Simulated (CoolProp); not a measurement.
Vapour-liquid equilibrium of R1234yf (1) + R227EA (2) at 4.95 bar; x and y are mole fractions of (1).

The numbers come from the multi-fluid Helmholtz-energy mixture model, Lemmon 2022 and Lemmon 2016; pair parameters Bell 2016 in CoolProp.

```json
[
 {"x": "0.05", "bubble temperature (K)": "300.1", "y at the bubble point": "0.069", "dew temperature at overall composition x (K)": "300.4", "liquid density (mol/L)": "8.173"},
 {"x": "0.2", "bubble temperature (K)": "297.8", "y at the bubble point": "0.261", "dew temperature at overall composition x (K)": "298.5", "liquid density (mol/L)": "8.421"},
 {"x": "0.35", "bubble temperature (K)": "295.6", "y at the bubble point": "0.432", "dew temperature at overall composition x (K)": "296.6", "liquid density (mol/L)": "8.678"},
 {"x": "0.5", "bubble temperature (K)": "293.5", "y at the bubble point": "0.586", "dew temperature at overall composition x (K)": "294.6", "liquid density (mol/L)": "8.945"},
 {"x": "0.65", "bubble temperature (K)": "291.5", "y at the bubble point": "0.725", "dew temperature at overall composition x (K)": "292.6", "liquid density (mol/L)": "9.222"},
 {"x": "0.8", "bubble temperature (K)": "289.6", "y at the bubble point": "0.851", "dew temperature at overall composition x (K)": "290.4", "liquid density (mol/L)": "9.510"},
 {"x": "0.95", "bubble temperature (K)": "287.7", "y at the bubble point": "0.965", "dew temperature at overall composition x (K)": "288.0", "liquid density (mol/L)": "9.810"}
]
```

No azeotrope shows between x = 0.05 and 0.95.

Pair parameters are fitted to limited data, so mixtures are less certain than the pure fluids.
